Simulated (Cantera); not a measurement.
Input: 1 mol SiF4, 1.8 mol NH3, 87 mol N2, at 1273.15 K and 100 Torr.

Cantera equilibrium calculation (NASA polynomials, part measured and part estimated; ideal gas, pure solids and liquids). Candidate condensed phases: Si, Si3N4; 37 gas species. The tables' values for SiF3 are old estimates; treat these amounts as uncertain. The numbers say what is thermodynamically allowed, not how fast it happens.

Base state: N2 0.959, H2 0.0292, SiF4 0.0107, HF 0.000486, SiF3 9.30e-5, SiHF3 4.60e-5 (mole fractions); condensed: Si3N4(s).

### Question
What changes in the equilibrium state with this change: NH3 from 1.8 to 0.11 mol?

### Answer
```tsv
species	before	after
N2	0.959	0.987
SiF4	0.0107	0.0112
H2	0.0292	0.00180
HF	0.000486	0.000123
SiHF3	4.60e-5	1.18e-5
Si3N4(s), mol	0.00264	9.96e-5
```
